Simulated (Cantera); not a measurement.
An isothermal, constant-pressure homogeneous reactor starts with CO : O2 : H2O : N2 : H2 = 0.0023 : 0.022 : 0.00047 : 1 : 0.0014 (molar parts), equivalence ratio 0.084, at 1048 K and 82.5 Torr.

Detailed kinetics in Cantera: GRI-Mech 3.0 (53 species, 325 reactions). Radical loss at walls, strong at low pressure, is not modelled.

One state of this run: x CO = 0.00129; x O2 = 0.0202; x H2O = 0.00171; x CO2 = 0.000956; x NO = 2.55e-8. x: mole fraction; the columns are a selection and need not sum to one.

Question: Which value of t (s) does it belong to?
(A) 0.0486
(B) 0.000100
(C) 3.00
(D) 0.00618

Answer: A, 0.0486
